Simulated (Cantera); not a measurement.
An adiabatic, constant-volume homogeneous reactor starts with CO : H2 : CH4 : O2 : N2 = 1 : 0.19 : 0.73 : 0.979 : 3.68 (molar parts), at 950 K and 25.0 bar.

Cantera simulation using GRI-Mech 3.0 (53 species, 325 reactions); the numbers are that mechanism's predictions, not measurements. The pressure lies above the range GRI-Mech 3.0 was tuned for (to about 10 atm). Below about 1000 K GRI-Mech 3.0 lacks low-temperature oxidation paths.

### Question
Predict: time of steepest temperature rise; temperature at 1.00 s; equilibrium temperature; x(CO) at 1.00 s; x(H2) at 1.00 s; x(CH4) at 1.00 s; x(O2) at 1.00 s; x(H2O) at 1.00 s.

### Answer
* **time of steepest temperature rise**: 14.5 ms
* **temperature at 1.00 s**: 2543 K
* **equilibrium temperature**: 2543 K
* **x(CO) at 1.00 s**: 0.203 (gas-phase equilibrium 0.203)
* **x(H2) at 1.00 s**: 0.101 (gas-phase equilibrium 0.101)
* **x(CH4) at 1.00 s**: 2.29e-8 (gas-phase equilibrium 2.49e-8)
* **x(O2) at 1.00 s**: 1.28e-6 (gas-phase equilibrium 1.28e-6)
* **x(H2O) at 1.00 s**: 0.132 (gas-phase equilibrium 0.132)
